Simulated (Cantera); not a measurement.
Mixture: CH₄ : O₂ : N₂ = 1 : 1.54 : 9.23 (molar parts), equivalence ratio 1.3, at 500000 Pa, adiabatic and at constant volume. Ignition delay is the time to a rise of 400 K.

Detailed kinetics in Cantera: GRI-Mech 3.0 (53 species, 325 reactions).

Q: What does this change do: 0.74 parts H2O added?

A: 
```tsv
quantity	before	after
delay at 1125 K	46.2 ms	46.6 ms
delay at 1200 K	17.0 ms	17.9 ms
delay at 1275 K	6.68 ms	7.36 ms
delay at 1350 K	2.77 ms	3.15 ms
delay at 1425 K	1.20 ms	1.39 ms
delay at 1500 K	0.544 ms	0.628 ms
delay at 1575 K	0.257 ms	0.292 ms
apparent activation energy between 1425 and 1575 K	190 kJ/mol	190 kJ/mol
```

Q: What does this change do: 0.41 parts H2 added?

A: 
```
quantity                                                before       after
--------------------------------------------------  ----------  ----------
delay at 1125 K                                        46.2 ms     2.42 ms
delay at 1200 K                                        17.0 ms     1.26 ms
delay at 1275 K                                        6.68 ms    0.709 ms
delay at 1350 K                                        2.77 ms    0.405 ms
delay at 1425 K                                        1.20 ms    0.233 ms
delay at 1500 K                                       0.544 ms    0.136 ms
delay at 1575 K                                       0.257 ms     80.9 µs
apparent activation energy between 1425 and 1575 K  190 kJ/mol  130 kJ/mol
```
